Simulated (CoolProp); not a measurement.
A single-stage vapour-compression cycle with R123: evaporating at 298.15 K (dew point), condensing at 353.15 K (bubble point), superheat 2 K, subcooling 8 K, compressor efficiency 0.85, no pressure losses. Each further row changes one setting.

Model: reference Helmholtz-energy equation of state, Younglove 1994, in CoolProp. It is a modified Benedict-Webb-Rubin equation, recast in Helmholtz form.

```json
[
 {"case": "as stated", "cooling COP": "3.86", "pressure ratio": "5.35", "discharge temperature (K)": "354.4", "refrigerating effect (kJ/kg)": "123", "volumetric capacity (kJ/m³)": "718"},
 {"case": "evaporating temperature 303.15 K", "cooling COP": "4.41", "pressure ratio": "(withheld)", "discharge temperature (K)": "354.0", "refrigerating effect (kJ/kg)": "126", "volumetric capacity (kJ/m³)": "(withheld)"},
 {"case": "condensing temperature 348.15 K", "cooling COP": "(withheld)", "pressure ratio": "4.71", "discharge temperature (K)": "349.8", "refrigerating effect (kJ/kg)": "129", "volumetric capacity (kJ/m³)": "750"},
 {"case": "subcooling 13 K", "cooling COP": "4.03", "pressure ratio": "5.35", "discharge temperature (K)": "354.4", "refrigerating effect (kJ/kg)": "129", "volumetric capacity (kJ/m³)": "750"},
 {"case": "superheat 12 K", "cooling COP": "(withheld)", "pressure ratio": "5.35", "discharge temperature (K)": "364.6", "refrigerating effect (kJ/kg)": "(withheld)", "volumetric capacity (kJ/m³)": "731"},
 {"case": "compressor efficiency 0.75", "cooling COP": "3.40", "pressure ratio": "5.35", "discharge temperature (K)": "(withheld)", "refrigerating effect (kJ/kg)": "123", "volumetric capacity (kJ/m³)": "718"}
]
```

Question: Some entries are withheld; supply them.

Answer: 
- evaporating temperature 303.15 K, pressure ratio: 4.46
- evaporating temperature 303.15 K, volumetric capacity (kJ/m³): 873
- condensing temperature 348.15 K, cooling COP: 4.36
- superheat 12 K, cooling COP: 3.91
- superheat 12 K, refrigerating effect (kJ/kg): 130
- compressor efficiency 0.75, discharge temperature (K): 359.6
